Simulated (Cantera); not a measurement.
Cantera run:

```python
import numpy as np
import cantera as ct

gas_names = [...]  # 87 gases of nasa_gas.yaml made of C, H, Si
cond_names = """
    C(gr) C6H6(L) C7H8(L) C8H18(L),n-octa Si(cr) Si(L) SiC(b)
""".split()


# ... load() reads the species with a 1 bar reference pressure and builds the phases ...
atoms = {
    'CH3SiH3': {'C': 1, 'H': 6, 'Si': 1},
    'C2H2': {'C': 2, 'H': 2},
    'H2': {'H': 2},
}
top_T = {'C(gr)': 4500, 'SiC(b)': 3050}  # K; cautious upper limits of use, not melting points


# ... equilibrate(T, P, feed) seeds the gas with the atoms and calls Mixture.equilibrate('TP', solver="vcs", rtol=1e-11, max_steps=5000) ...
results = []
feed = {'CH3SiH3': 1, 'C2H2': 0.11, 'H2': 610}  # mol
T = 1123  # K
P = 1000  # Pa
mix = equilibrate(T, P, feed)
results.append((T, P, feed, dict(zip(mix.species_names, mix.species_moles))))
print(gas.report(threshold=0.001))
for i in range(1, mix.n_phases):
    print(f"{mix.phase(i).name:16s} {mix.phase_moles(i):12.5e} mol")
```

It prints:

```
       temperature   1123 K
          pressure   1000 Pa
           density   0.00021635 kg/m^3
  mean mol. weight   2.0201 kg/kmol
   phase of matter   gas

                          1 kg             1 kmol
                     ---------------   ---------------
          enthalpy        1.2087e+07        2.4418e+07  J
   internal energy        7.4651e+06         1.508e+07  J
           entropy        1.0302e+05        2.0811e+05  J/K
    Gibbs function        -1.036e+08       -2.0928e+08  J
 heat capacity c_p             15224             30755  J/K
 heat capacity c_v             11108             22440  J/K

                      mass frac. Y      mole frac. X     chem. pot. / RT
                     ---------------   ---------------   ---------------
                H2           0.99767           0.99971           -22.407
     [  +86 minor]         0.0023302        0.00029379

C(gr)             4.01675e-02 mol
Si(cr)            0.00000e+00 mol
SiC(b)            1.00000e+00 mol
```

These are equilibrium values from Cantera (NASA tables, ideal gas, pure condensed phases), not measurements of a reactor. The feed counts by its element totals alone.
